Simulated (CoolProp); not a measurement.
Vapour-liquid equilibrium of cyclohexane (1) + toluene (2) at 479.8 K; x and y are mole fractions of (1).

Model: multi-fluid Helmholtz-energy mixture model, Zhou 2014 and Lemmon 2006; pair parameters Bell 2016, in CoolProp.

```
x     bubble pressure (MPa)  y at the bubble point  dew pressure at overall composition x (MPa)  liquid density (mol/L)
----  ---------------------  ---------------------  -------------------------------------------  ----------------------
0.05                 0.8856                  0.086                                       0.8672                   7.213
0.15                 0.9675                  0.235                                       0.9195                   7.154
0.25                  1.044                  0.359                                       0.9766                   7.096
0.35                  1.117                  0.466                                        1.039                   7.039
0.45                  1.185                  0.562                                        1.105                   6.983
0.55                  1.248                  0.649                                        1.176                   6.930
0.65                  1.309                  0.730                                        1.249                   6.879
0.75                  1.365                  0.808                                        1.323                   6.831
0.85                  1.419                  0.885                                        1.395                   6.788
0.95                  1.469                  0.961                                        1.462                   6.750
```

No azeotrope shows between x = 0.05 and 0.95.

Pair parameters are fitted to limited data, so mixtures are less certain than the pure fluids.
